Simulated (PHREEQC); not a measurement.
Solution (20 °C): 0.012 mol HF, 0.00045 mol KF and 0.00022 mol H2SiF6 per kg of water. Closed to the air; pH follows from the charge balance.

Model: ion-association model, phreeqc.dat, run in PHREEQC.

Precipitation was switched off in this run.

Q: Predict the pH.

A: pH 2.57.

Q: In which forms is F present?

A: HF 69 %, F- 20 %, SiF6-2 9.6 %, HF2- 1.4 % of the F.

SiF6-2 is the database's only silicon fluoride.
